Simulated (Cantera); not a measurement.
A perfectly stirred reactor is fed with C₃H₈ : O₂ : N₂ = 1 : 4.55 : 17.1 (molar parts), equivalence ratio 1.1, at 1.40 bar; it is adiabatic with a 323 K inlet, and is followed from long to short residence time, starting on the burning branch (τ in s: 0.38, 0.15, 0.063, 0.025, 0.01, 0.0042, 0.0017, 0.00069, 0.00028, 0.00011, 4.6e-05, 1.9e-05).

Cantera simulation using GRI-Mech 3.0 (53 species, 325 reactions); the numbers are that mechanism's predictions, not measurements. GRI-Mech 3.0 was tuned for natural gas; its chemistry of propane as a main component is partial and can be far from experiment.

Task: Predict: blow-out, bracketed by the residence times tried; x(C₃H₈) at τ = 0.380 s; x(O₂) at τ = 0.380 s; x(CH₂) at τ = 0.380 s; x(C₂H₂) at τ = 0.380 s; x(OH) at τ = 0.380 s; x(C₃H₈) at τ = 1.70 ms; x(O₂) at τ = 1.70 ms; x(CH₂) at τ = 1.70 ms; x(C₂H₂) at τ = 1.70 ms; x(OH) at τ = 1.70 ms.

Result: 
```
Item                                                                            Value
------------------------------------------------  -----------------------------------
blow-out, bracketed by the residence times tried  burning at 0.110 ms, out at 46.0 µs
x(C₃H₈) at τ = 0.380 s                                                        4.07e-8
x(O₂) at τ = 0.380 s                                                         0.000958
x(CH₂) at τ = 0.380 s                                                         5.02e-8
x(C₂H₂) at τ = 0.380 s                                                        1.14e-6
x(OH) at τ = 0.380 s                                                          0.00219
x(C₃H₈) at τ = 1.70 ms                                                        4.38e-6
x(O₂) at τ = 1.70 ms                                                          0.00768
x(CH₂) at τ = 1.70 ms                                                         2.40e-6
x(C₂H₂) at τ = 1.70 ms                                                        1.66e-5
x(OH) at τ = 1.70 ms                                                          0.00610
```
